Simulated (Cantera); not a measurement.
## MgO + HCl (oxide etching and cleaning by halides)

Input: 1 mol MgO, a varied amount of HCl, at 1823.15 K and 0.240 bar.

Equilibrium computed with Cantera from the NASA thermochemical tables; the gas is ideal and each condensed phase is pure. Candidate condensed phases: H2O, Mg, MgCl2, MgO, Mg(OH)2; 22 gas species. The numbers say what is thermodynamically allowed, not how fast it happens.

```json
[
 {"n(HCl) (mol)": "1.8", "log p HCl": "-0.77", "log p MgCl2": "-1.47", "log p H2O": "-1.47", "log p Cl": "-2.74", "log p H2": "-3.02", "n MgO(s)": "0.746"},
 {"n(HCl) (mol)": "2.6", "log p HCl": "-0.77", "log p MgCl2": "-1.47", "log p H2O": "-1.47", "log p Cl": "-2.74", "log p H2": "-3.02", "n MgO(s)": "0.633"},
 {"n(HCl) (mol)": "3.7", "log p HCl": "-0.77", "log p MgCl2": "-1.47", "log p H2O": "-1.47", "log p Cl": "-2.74", "log p H2": "-3.02", "n MgO(s)": "0.478"},
 {"n(HCl) (mol)": "5.2", "log p HCl": "-0.77", "log p MgCl2": "-1.47", "log p H2O": "-1.47", "log p Cl": "-2.74", "log p H2": "-3.02", "n MgO(s)": "0.266"},
 {"n(HCl) (mol)": "7.3", "log p HCl": "-0.77", "log p MgCl2": "-1.48", "log p H2O": "-1.49", "log p Cl": "-2.74", "log p H2": "-3.02", "n MgO(s)": "0"},
 {"n(HCl) (mol)": "10", "log p HCl": "-0.72", "log p MgCl2": "-1.62", "log p H2O": "-1.62", "log p Cl": "-2.71", "log p H2": "-2.99", "n MgO(s)": "0"},
 {"n(HCl) (mol)": "14", "log p HCl": "-0.69", "log p MgCl2": "-1.77", "log p H2O": "-1.77", "log p Cl": "-2.69", "log p H2": "-2.97", "n MgO(s)": "0"},
 {"n(HCl) (mol)": "20", "log p HCl": "-0.67", "log p MgCl2": "-1.92", "log p H2O": "-1.92", "log p Cl": "-2.67", "log p H2": "-2.96", "n MgO(s)": "0"},
 {"n(HCl) (mol)": "29", "log p HCl": "-0.66", "log p MgCl2": "-2.08", "log p H2O": "-2.08", "log p Cl": "-2.66", "log p H2": "-2.95", "n MgO(s)": "0"}
]
```
log p: log10 of the partial pressure in bar; n: condensed amount in mol.

From 1.8 mol HCl to 5.2 mol HCl the condensed part is MgO(s). From 7.3 mol HCl to 29 mol HCl nothing is condensed. The main Mg-bearing gas is MgCl2 throughout.
